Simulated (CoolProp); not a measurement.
Vapour-liquid equilibrium of cyclohexane (1) + n-heptane (2) at 532 kPa; x and y are mole fractions of (1).

The numbers come from the multi-fluid Helmholtz-energy mixture model, Zhou 2014 and Span 2003; pair parameters Bell 2016 in CoolProp.

```
x     bubble temperature (K)  y at the bubble point  dew temperature at overall composition x (K)  liquid density (mol/L)
----  ----------------------  ---------------------  --------------------------------------------  ----------------------
0.05                   439.0                  0.067                                         439.3                   5.489
0.2                    435.8                      …                                         436.7                   5.767
0.35                   432.7                  0.426                                         434.1                       …
0.5                    429.7                  0.580                                         431.3                       …
0.65                   427.0                  0.719                                             …                       …
0.8                    424.4                      …                                         425.3                   7.115
0.95                   422.0                  0.963                                         422.3                       …
```

Problem. What belongs in the gaps?

Solution. 
- 0.2, y at the bubble point: 0.255
- 0.35, liquid density (mol/L): 6.065
- 0.5, liquid density (mol/L): 6.387
- 0.65, dew temperature at overall composition x (K): 428.4
- 0.65, liquid density (mol/L): 6.736
- 0.8, y at the bubble point: 0.846
- 0.95, liquid density (mol/L): 7.530

No azeotrope shows between x = 0.05 and 0.95.

Pair parameters are fitted to limited data, so mixtures are less certain than the pure fluids.
